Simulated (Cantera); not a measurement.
An adiabatic, constant-pressure homogeneous reactor starts with CH4 : H2 : O2 : N2 = 1 : 0.94 : 1.54 : 5.8 (molar parts), equivalence ratio 1.6, at 1575 K and 101000 Pa. Integrator tolerance rtol = 1e-08.

Detailed kinetics in Cantera: GRI-Mech 3.0 (53 species, 325 reactions).

| quantity | before | after |
|---|---|---|
| time of steepest temperature rise | 0.115 ms | 5.72 ms |
| temperature at 0.100 s | 2752 K | 2454 K |
| equilibrium temperature | 2752 K | 2454 K |
| x(CH4) at 0.100 s | <1e-12 (gas-phase equilibrium <1e-12) | 2.15e-12 (gas-phase equilibrium 2.45e-12) |
| x(H2) at 0.100 s | 0.105 (gas-phase equilibrium 0.105) | 0.109 (gas-phase equilibrium 0.109) |
| x(O2) at 0.100 s | 0.000897 (gas-phase equilibrium 0.000897) | 6.62e-5 (gas-phase equilibrium 6.62e-5) |
| x(CH2) at 0.100 s | <1e-12 (gas-phase equilibrium 1.04e-12) | <1e-12 (gas-phase equilibrium <1e-12) |
| x(H) at 0.100 s | 0.0224 (gas-phase equilibrium 0.0224) | 0.00674 (gas-phase equilibrium 0.00674) |
| x(NO2) at 0.100 s | 8.93e-8 (gas-phase equilibrium 8.93e-8) | 5.45e-9 (gas-phase equilibrium 5.45e-9) |
| x(HCO) at 0.100 s | 1.85e-7 (gas-phase equilibrium 1.85e-7) | 8.27e-8 (gas-phase equilibrium 8.27e-8) |

### Question
Which change was made?
(A) initial temperature 1575 to 1673 K
(B) pressure from 101000 Pa to 1000000 Pa
(C) initial temperature 1575 to 1050 K
(D) initial temperature 1575 to 1500 K

### Answer
C, initial temperature 1575 to 1050 K
